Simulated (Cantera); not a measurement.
Mixture: CH4 : O2 : N2 = 1 : 4.76 : 17.1 (molar parts), equivalence ratio 0.42, at 1600000 Pa, adiabatic and at constant volume. Ignition delay is the time to a rise of 400 K.

Detailed kinetics in Cantera: GRI-Mech 3.0 (53 species, 325 reactions). The pressure lies above the range GRI-Mech 3.0 was tuned for (to about 10 atm).

Problem. Predict: delay at 1298 K; delay at 1348 K; delay at 1398 K; delay at 1448 K; delay at 1498 K; delay at 1548 K; apparent activation energy between 1448 and 1548 K.

Solution. 
```json
{
 "delay at 1298 K": "0.618 ms",
 "delay at 1348 K": "0.363 ms",
 "delay at 1398 K": "0.220 ms",
 "delay at 1448 K": "0.137 ms",
 "delay at 1498 K": "87.3 µs",
 "delay at 1548 K": "57.1 µs",
 "apparent activation energy between 1448 and 1548 K": "160 kJ/mol"
}
```
